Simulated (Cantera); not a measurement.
A Cantera script and what it prints.

```python
import numpy as np
import cantera as ct

gas_names = """
    C CN CO CO2 C2 CCN CNC C2N2 C2O C3 C3O2 C4 C4N2 C5 N NCO NO NO2 NO3 N2 N2O O O2 O3 Si SiC SiC2 SiN
    SiO SiO2 Si2 Si2C Si2N Si3
""".split()
cond_names = """
    C(gr) Si(cr) Si(L) SiC(b) SiO2(Lqz) SiO2(hqz) SiO2(L) Si2N2O(s) Si3N4(a)
""".split()


# ... load() reads the species with a 1 bar reference pressure and builds the phases ...
atoms = {
    'Si': {'Si': 1},
    'CO2': {'C': 1, 'O': 2},
    'N2': {'N': 2},
}
top_T = {'C(gr)': 4500, 'SiC(b)': 3050, 'Si2N2O(s)': 2100, 'Si3N4(a)': 2400}  # K; cautious upper limits of use, not melting points


# ... equilibrate(T, P, feed) seeds the gas with the atoms and calls Mixture.equilibrate('TP', solver="vcs", rtol=1e-11, max_steps=5000) ...
results = []
feed = {'Si': 1, 'CO2': 0.055, 'N2': 25}  # mol
P = 100000  # Pa
for T in [1698, 1748, 1798, 1848, 1898, 1948, 1998, 2048, 2098]:
    mix = equilibrate(T, P, feed)
    results.append((T, P, feed, dict(zip(mix.species_names, mix.species_moles))))
    x = sorted(zip(gas.X, gas.species_names), reverse=True)
    print(f"T = {T:g} K  P = {P:g} Pa  gas = {mix.phase_moles(0):.4g} mol")
    print("   x: " + "  ".join(f"{s} {v:.3e}" for v, s in x if v > 0.0001))
    print("   condensed (mol): " + ("  ".join(f"{mix.phase(i).name} {mix.phase_moles(i):.4g}"
          for i in range(1, mix.n_phases) if mix.phase_moles(i) > 1e-12) or "none"))
```

Result:

```
T = 1698 K  P = 100000 Pa  gas = 24.4 mol
   x: N2 9.981e-01  CO 1.871e-03
   condensed (mol): C(gr) 0.009346  Si2N2O(s) 0.06418  Si3N4(a) 0.2905
T = 1748 K  P = 100000 Pa  gas = 24.41 mol
   x: N2 9.977e-01  CO 2.253e-03
   condensed (mol): Si2N2O(s) 0.05447  Si3N4(a) 0.2968
T = 1798 K  P = 100000 Pa  gas = 24.41 mol
   x: N2 9.977e-01  CO 2.253e-03
   condensed (mol): Si2N2O(s) 0.05342  Si3N4(a) 0.2972
T = 1848 K  P = 100000 Pa  gas = 24.41 mol
   x: N2 9.976e-01  CO 2.253e-03  SiO 1.825e-04
   condensed (mol): Si2N2O(s) 0.05054  Si3N4(a) 0.2981
T = 1898 K  P = 100000 Pa  gas = 24.42 mol
   x: N2 9.973e-01  CO 2.252e-03  SiO 4.849e-04
   condensed (mol): Si2N2O(s) 0.04316  Si3N4(a) 0.3006
T = 1948 K  P = 100000 Pa  gas = 24.45 mol
   x: N2 9.965e-01  CO 2.250e-03  SiO 1.223e-03
   condensed (mol): Si2N2O(s) 0.0251  Si3N4(a) 0.3066
T = 1998 K  P = 100000 Pa  gas = 24.48 mol
   x: N2 9.955e-01  SiO 2.247e-03  CO 2.247e-03
   condensed (mol): Si3N4(a) 0.3148
T = 2048 K  P = 100000 Pa  gas = 24.48 mol
   x: N2 9.955e-01  SiO 2.247e-03  CO 2.246e-03
   condensed (mol): Si3N4(a) 0.3146
T = 2098 K  P = 100000 Pa  gas = 24.49 mol
   x: N2 9.954e-01  SiO 2.250e-03  CO 2.243e-03
   condensed (mol): Si3N4(a) 0.3138
```

These are equilibrium values from Cantera (NASA tables, ideal gas, pure condensed phases), not measurements of a reactor. Mutual solubility and eutectic melting of coexisting phases are not modelled. The tables' values for SiN are old estimates; treat these amounts as uncertain.
